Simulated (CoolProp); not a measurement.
Properties of propylene glycol along the isobar 373 kPa (Tc = 400.8 °C, pc = 7292 kPa, ω = 0.327).

The numbers come from the reference Helmholtz-energy equation of state, Eisenbach 2021 in CoolProp.

```csv
T (°C),phase,density (kg/m³),Joule-Thomson coefficient (K/MPa),isothermal compressibility (1/MPa)
143.15,liquid,935.6,-0.2031,0.0009221
168.65,liquid,911.8,-0.1787,0.001094
194.05,liquid,886.4,-0.1508,0.001319
219.55,liquid,859.0,-0.1170,0.001627
245.05,gas,6.928,11.22,2.827
270.45,gas,6.544,9.330,2.799
295.95,gas,6.206,7.886,2.777
321.35,gas,5.908,6.769,2.760
346.85,gas,5.639,5.882,2.747
```
